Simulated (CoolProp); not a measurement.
Vapour-liquid equilibrium of diethyl ether (1) + acetone (2) at 0.0872 MPa; x and y are mole fractions of (1).

Model: multi-fluid Helmholtz-energy mixture model, Thol 2014 and Lemmon 2006; pair parameters Bell 2016, in CoolProp.

### Question
Give the bubble temperature and the first vapour's composition at x = 0.05, 0.45, 0.75. Is there an azeotrope?

### Answer
x = 0.05: 322.1 K, y = 0.135; x = 0.45: 308.4 K, y = 0.671; x = 0.75: 304.6 K, y = 0.831. No azeotrope shows between x = 0.05 and 0.95.

Pair parameters are fitted to limited data, so mixtures are less certain than the pure fluids.
